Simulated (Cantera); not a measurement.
What does this Cantera script print?

```python
import numpy as np
import cantera as ct

gas_names = """
    O O2 O3 V VO VO2
""".split()
cond_names = """
    V(cr) V(L) VO(s) VO(L) V2O3(s) V2O3(L) V2O4(I) V2O4(II) V2O4(L) V2O5(s) V2O5(L)
""".split()


def load(file, names, dense=False):
    # The tables refer to 1 bar. Condensed volumes are neglected.
    table = {s.name: s for s in ct.Species.list_from_file(file)}
    out = []
    for n in names:
        d = dict(table[n].input_data)
        d["thermo"] = dict(d["thermo"], **{"reference-pressure": 1e5})
        if dense:
            d["equation-of-state"] = {"model": "constant-volume", "density": "1e6 g/cm^3"}
        out.append(ct.Species.from_dict(d))
    return out


gas = ct.Solution(thermo="ideal-gas", species=load("nasa_gas.yaml", gas_names))
cond = {s.name: ct.Solution(thermo="fixed-stoichiometry", species=[s], name=s.name)
        for s in load("nasa_condensed.yaml", cond_names, dense=True)}
atoms = {
    'V': {'V': 1},
    'O2': {'O': 2},
}
top_T = {}  # K; cautious upper limits of use, not melting points


def equilibrate(T, P, feed):
    n = {}
    for name, mol in feed.items():
        for a, k in atoms[name].items():
            n[a] = n.get(a, 0.0) + k * mol
    gas.TPX = T, P, n
    mass = sum(n.values()) * gas.mean_molecular_weight
    gas.equilibrate("TP")
    valid = [c for c in cond.values() if c.min_temp <= T <= top_T.get(c.name, c.max_temp)]
    mix = ct.Mixture([(gas, mass / gas.mean_molecular_weight)] + [(c, 0.0) for c in valid])
    mix.T, mix.P = T, P
    mix.equilibrate("TP", solver="vcs", rtol=1e-11, max_steps=5000)
    return mix


results = []
feed = {'V': 1, 'O2': 3.7}  # mol
P = 133.322  # Pa
for T in [925, 1075, 1225, 1375, 1525, 1675, 1825, 1975, 2125, 2275, 2425, 2575]:
    mix = equilibrate(T, P, feed)
    results.append((T, P, feed, dict(zip(mix.species_names, mix.species_moles))))

top = {s: max(r[3][s] / sum(r[3][g] for g in gas_names) for r in results) for s in gas_names}
cols = sorted((s for s in top if top[s] > 1e-06), key=lambda s: -top[s])[:6]
seen = [c for c in cond_names if any(r[3].get(c, 0) > 1e-12 for r in results)]
print("log10 of partial pressures in bar; condensed amounts in mol")
print(f"{'T/K':>10s}" + "".join(f"{s[:9]:>10s}" for s in cols + seen))
for T, P, feed, n in results:
    ng = sum(n[g] for g in gas_names)
    print(f"{T:10.4g}" + "".join(f"{np.log10(max(n[s] / ng * P / 1e5, 1e-99)):10.3f}" for s in cols)
          + "".join(f"{n.get(c, 0):10.4g}" for c in seen))
```

Result:

```
log10 of partial pressures in bar; condensed amounts in mol
       T/K        O2         O       VO2        VO         V  V2O4(II)   V2O4(L)   V2O5(s)   V2O5(L)
       925    -2.875   -12.311   -17.292   -32.647   -50.120         0         0       0.5         0
      1075    -2.875   -10.320   -13.367   -25.891   -40.272         0         0         0       0.5
      1225    -2.875    -8.813   -10.557   -20.945   -32.985       0.5         0         0         0
      1375    -2.875    -7.634    -8.448   -17.167   -27.373       0.5         0         0         0
      1525    -2.875    -6.685    -6.769   -14.149   -22.878    0.4998         0         0         0
      1675    -2.877    -5.905    -5.404   -11.685   -19.198     0.496         0         0         0
      1825    -2.894    -5.261    -4.282    -9.636   -16.124         0    0.4449         0         0
      1975    -3.013    -4.766    -3.460    -7.977   -13.539         0   0.02147         0         0
      2125    -3.032    -4.298    -3.452    -7.291   -12.101         0         0         0         0
      2275    -3.064    -3.900    -3.465    -6.709   -10.855         0         0         0         0
      2425    -3.131    -3.570    -3.491    -6.193    -9.737         0         0         0         0
      2575    -3.258    -3.312    -3.534    -5.725    -8.701         0         0         0         0
```

Method: chemical equilibrium by Gibbs-energy minimisation in Cantera with the NASA 1993 tables (ideal gas, pure condensed phases). Condensed phases not in the tables: the oxides between V2O3 and V2O5 other than VO2. Gases not in the tables: V4O10.
